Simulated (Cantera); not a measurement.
Mixture: CO : H₂ : O₂ : N₂ = 1 : 0.09 : 0.303 : 1.14 (molar parts), at 85000 Pa, adiabatic and at constant volume. Ignition delay is the time to a rise of 400 K.

Detailed kinetics in Cantera: GRI-Mech 3.0 (53 species, 325 reactions). Where the delays flatten at high temperature, the 400 K rule measures the pace of heat release, not the induction time.

Q: What does this change do: constant pressure in place of constant volume?

A: 
| quantity | before | after |
|---|---|---|
| delay at 1200 K | 0.118 ms | 0.134 ms |
| delay at 1350 K | 71.9 µs | 87.1 µs |
| delay at 1500 K | 55.4 µs | 73.4 µs |
| delay at 1650 K | 51.0 µs | 74.0 µs |
| delay at 1800 K | 53.6 µs | 81.6 µs |

Q: What does this change do: pressure from 85000 Pa to 1500000 Pa?

A: 
| quantity | before | after |
|---|---|---|
| delay at 1200 K | 0.118 ms | 36.9 µs |
| delay at 1350 K | 71.9 µs | 5.78 µs |
| delay at 1500 K | 55.4 µs | 2.50 µs |
| delay at 1650 K | 51.0 µs | 1.59 µs |
| delay at 1800 K | 53.6 µs | 1.20 µs |
The hydrogen kinetics of GRI-Mech 3.0 are dated; newer H2 mechanisms differ, most at raised pressure. The pressure lies above the range GRI-Mech 3.0 was tuned for (to about 10 atm).

Q: What does this change do: pressure from 85000 Pa to 1000000 Pa?

A: 
```csv
quantity,before,after
delay at 1200 K,0.118 ms,32.3 µs
delay at 1350 K,71.9 µs,6.96 µs
delay at 1500 K,55.4 µs,3.53 µs
delay at 1650 K,51.0 µs,2.41 µs
delay at 1800 K,53.6 µs,1.91 µs
```
The hydrogen kinetics of GRI-Mech 3.0 are dated; newer H2 mechanisms differ, most at raised pressure.
